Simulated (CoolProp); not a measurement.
CHF3 (R23) at several states: Z from the reference equation and from simpler models built on Tc = 26.1 °C, pc = 4.832 MPa, ω = 0.263; each cubic takes its own stable root.

Computed with CoolProp (reference Helmholtz-energy equation of state, Penoncello 2003).

| T (°C) | p (MPa) | phase | reference | van der Waals | Soave-Redlich-Kwong |
|---|---|---|---|---|---|
| 84.75 | 24.5 | supercritical | 0.6655 | 0.8618 | 0.7792 |
| 171.65 | 9.41 | supercritical | 0.8590 | 0.7909 | 0.9024 |
| -120.95 | 0.0471 | liquid | 0.001642 | 0.9863 | 0.001936 |

At some of these states van der Waals gives the other phase, because its saturation line lies elsewhere.
